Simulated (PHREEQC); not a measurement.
Make-up at 25 °C: 71 mmol/kgw NH3, 0.14 mmol/kgw K2SiO3 and 21 mmol/kgw K3PO4. Closed to the air; pH follows from the charge balance.

Computed with PHREEQC (ion-association model, phreeqc.dat).

Each row changes one thing in this solution. This is a speciation only: nothing precipitates in the calculation.

| case | pH | ionic strength (mol/kgw) | PO4-3 (mol/kgw) | HPO4-2 (mol/kgw) | KHPO4- (mol/kgw) | NH4+ (mol/kgw) | SI of Quartz (SiO2) |
|---|---|---|---|---|---|---|---|
| as made | 11.86 | 0.107 | 0.0118 | 0.00882 | 0.000385 | 0.000240 | -2.06 |
| NH3 from 0.071 to 0.0355 mol/kgw | ___ | 0.107 | 0.0118 | 0.00886 | 0.000387 | 0.000121 | -2.05 |
| temperature from 25 to 10 °C | 12.24 | 0.113 | 0.0146 | 0.00612 | 0.000269 | 0.000300 | -1.96 |
| temperature from 25 to 55 °C | 11.18 | 0.0968 | 0.00675 | 0.0137 | 0.000584 | 0.000169 | -2.16 |
| diluted 10-fold with water | 11.24 | ___ | 0.000240 | 0.00184 | 1.54e-5 | 7.84e-5 | -2.35 |
| NH3 from 0.071 to 0.106 mol/kgw | 11.86 | 0.108 | 0.0118 | ___ | 0.000383 | 0.000356 | -2.06 |
| K3PO4 from 0.021 to 0.105 mol/kgw | 12.04 | 0.592 | 0.0877 | 0.0155 | 0.00178 | 0.000228 | -2.35 |
| diluted 100-fold with water | 10.39 | 0.000897 | 2.72e-6 | 0.000207 | 2.23e-7 | 4.88e-5 | -2.55 |

Complete the blanks.


- NH3 from 0.071 to 0.0355 mol/kgw, pH: 11.85
- diluted 10-fold with water, ionic strength (mol/kgw): 0.00896
- NH3 from 0.071 to 0.106 mol/kgw, HPO4-2 (mol/kgw): 0.00877

At this temperature some constants are extrapolated from 25 °C, and those without enthalpy data are left unchanged.
